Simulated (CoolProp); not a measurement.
A single-stage vapour-compression cycle with the fluid: evaporating at 325.15 K (dew point), condensing at 387.15 K (bubble point), superheat 0 K, subcooling 5 K, compressor efficiency 0.75, no pressure losses. The same conditions are run with several fluids, on thermodynamics alone (safety and materials aside).

Model: reference Helmholtz-energy equation of state of each fluid (isohexane: Lemmon 2006; R1224YDZ: Akasaka 2023; R142b: Lemmon 2006; ammonia: Gao 2020; cyclopropane: Polt 1992; R124: de Vries 1995), in CoolProp. The equations of Platzer and Polt are older, rougher fits.

```json
[
 {"fluid": "isohexane", "cooling COP": "2.80", "pressure ratio": "5.55", "discharge temperature (K)": "387.2", "refrigerating effect (kJ/kg)": "185", "volumetric capacity (kJ/m³)": "476"},
 {"fluid": "R1224YDZ", "cooling COP": "2.52", "pressure ratio": "4.42", "discharge temperature (K)": "387.2", "refrigerating effect (kJ/kg)": "76.1", "volumetric capacity (kJ/m³)": "1640"},
 {"fluid": "R142b", "cooling COP": "?", "pressure ratio": "3.75", "discharge temperature (K)": "395.0", "refrigerating effect (kJ/kg)": "94.3", "volumetric capacity (kJ/m³)": "?"},
 {"fluid": "ammonia", "cooling COP": "2.71", "pressure ratio": "3.81", "discharge temperature (K)": "459.4", "refrigerating effect (kJ/kg)": "713", "volumetric capacity (kJ/m³)": "?"},
 {"fluid": "cyclopropane", "cooling COP": "?", "pressure ratio": "3.29", "discharge temperature (K)": "405.1", "refrigerating effect (kJ/kg)": "189", "volumetric capacity (kJ/m³)": "5210"},
 {"fluid": "R124", "cooling COP": "1.97", "pressure ratio": "3.81", "discharge temperature (K)": "392.4", "refrigerating effect (kJ/kg)": "?", "volumetric capacity (kJ/m³)": "?"}
]
```

Problem. What belongs in the gaps?

Solution. 
- R142b, cooling COP: 2.46
- R142b, volumetric capacity (kJ/m³): 2980
- ammonia, volumetric capacity (kJ/m³): 11900
- cyclopropane, cooling COP: 2.35
- R124, refrigerating effect (kJ/kg): 51.6
- R124, volumetric capacity (kJ/m³): 2610

The compression ends wet for: isohexane; R1224YDZ.
